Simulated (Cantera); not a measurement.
Input: 1 mol B2O3, 38 mol N2, equilibrated at 1850 K and 0.100 bar.

Method: chemical equilibrium by Gibbs-energy minimisation in Cantera with the NASA 1993 tables (ideal gas, pure condensed phases). Candidate condensed phases: B, BN, B2O3; 17 gas species. Equilibrium is a limit: real reactors are often held back by kinetics, nucleation or transport.

Base state: N2 0.974, B2O3 0.0256, BO2 7.76e-5, BO 5.65e-5, B2O2 1.34e-5 (mole fractions); condensed: gas only.

**Question.** What changes in the equilibrium state with this change: 0.073 mol Cl2 added?

**Answer.** 
| species | before | after |
|---|---|---|
| N2 | 0.974 | 0.971 |
| B2O3 | 0.0256 | 0.0249 |
| Cl | 0 | 0.00293 |
| BOCl | 0 | 0.000790 |
| O2 | 4.82e-8 | 4.87e-5 |
| B2O2 | 1.34e-5 | 4.12e-7 |
| NO | 2.61e-6 | 8.28e-5 |
| BO | 5.65e-5 | 9.90e-6 |
| BO2 | 7.76e-5 | 0.000432 |
The tables' values for BOCl are old estimates; treat these amounts as uncertain.
